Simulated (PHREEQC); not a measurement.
Dissolve 0.013 mol/kgw MnSO4, 0.00014 mol/kgw CaCl2, 0.0038 mol/kgw H2SO4 and 0.0034 mol/kgw Na2SO4 at 25 °C. Closed to the air; pH follows from the charge balance.

Computed with PHREEQC (ion-association model, wateq4f.dat).

Task: The ionic strength comes out as 0.0505 mol/kgw. What activity coefficients do Cl-, MnCl+, HSO4-, Mn+2, H+ get?

Result: Cl- 0.81, MnCl+ 0.82, HSO4- 0.82, Mn+2 0.48, H+ 0.85.

Precipitation was switched off in this run.
